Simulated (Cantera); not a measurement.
Mg(OH)2 + C + CO2 (calcination and drying)

Charge: 1 mol Mg(OH)2, a varied amount of C, 0.011 mol CO2, at 1425 K and 4.00 bar.

Method: chemical equilibrium by Gibbs-energy minimisation in Cantera with the NASA 1993 tables (ideal gas, pure condensed phases). Candidate condensed phases: C, C6H6, C7H8, C8H18, H2O, Mg, MgCO3, MgO, Mg(OH)2; 116 gas species. Kinetics and transport are ignored.

| n(C) (mol) | x H2O | x CO | x H2 | x CO2 | x CH4 | x H | x C2H4 | x C2H2 (acetylene) | n MgO(s) | n C(graphite) |
|---|---|---|---|---|---|---|---|---|---|---|
| 0.037 | 0.890 | 0.00645 | 0.0642 | 0.0393 | 3.51e-10 | 8.64e-7 | <1e-12 | <1e-12 | 1.00 | 0 |
| 0.055 | 0.847 | 0.0122 | 0.0910 | 0.0498 | 1.98e-9 | 1.03e-6 | <1e-12 | <1e-12 | 1.00 | 0 |
| 0.082 | 0.788 | 0.0229 | 0.127 | 0.0622 | 1.09e-8 | 1.22e-6 | <1e-12 | <1e-12 | 1.00 | 0 |
| 0.12 | 0.713 | 0.0409 | 0.171 | 0.0749 | 5.28e-8 | 1.41e-6 | <1e-12 | <1e-12 | 1.00 | 0 |
| 0.18 | 0.611 | 0.0737 | 0.229 | 0.0867 | 2.64e-7 | 1.63e-6 | <1e-12 | <1e-12 | 1.00 | 0 |
| 0.27 | 0.486 | 0.127 | 0.294 | 0.0923 | 1.22e-6 | 1.85e-6 | <1e-12 | <1e-12 | 1.00 | 0 |
| 0.4 | 0.347 | 0.205 | 0.362 | 0.0863 | 5.13e-6 | 2.05e-6 | 7.84e-12 | 8.63e-12 | 1.00 | 0 |
| 0.59 | 0.199 | 0.311 | 0.426 | 0.0640 | 2.21e-5 | 2.23e-6 | 1.05e-10 | 9.82e-11 | 1.00 | 0 |
| 0.87 | 0.0533 | 0.446 | 0.478 | 0.0219 | 0.000168 | 2.36e-6 | 4.80e-9 | 4.00e-9 | 1.00 | 0 |
| 1.3 | 0.00299 | 0.504 | 0.488 | 0.00136 | 0.00359 | 2.38e-6 | 2.11e-6 | 1.72e-6 | 1.00 | 0.290 |
| 1.9 | 0.00299 | 0.504 | 0.488 | 0.00136 | 0.00359 | 2.38e-6 | 2.11e-6 | 1.72e-6 | 1.00 | 0.890 |
x: gas mole fraction; n: condensed amount in mol.

From 0.037 mol C to 0.87 mol C the condensed part is MgO(s). From 1.3 mol C to 1.9 mol C the condensed part is C(graphite) + MgO(s).
